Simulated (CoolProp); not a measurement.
The numbers come from the reference Helmholtz-energy equation of state, Lemmon 2006 in CoolProp. It is a short technical equation, of lower accuracy than the large ones.

Give the vapour pressure (MPa), enthalpy of vaporisation (kJ/kg), surface tension (mN/m) of saturated toluene at 423.6 K.


| T (K) | p (MPa) | enthalpy of vaporisation (kJ/kg) | surface tension (mN/m) |
|---|---|---|---|
| 423.6 | 0.278 | 333 | 13.6 |

Surface tension comes from a separate correlation (Mulero 2012).
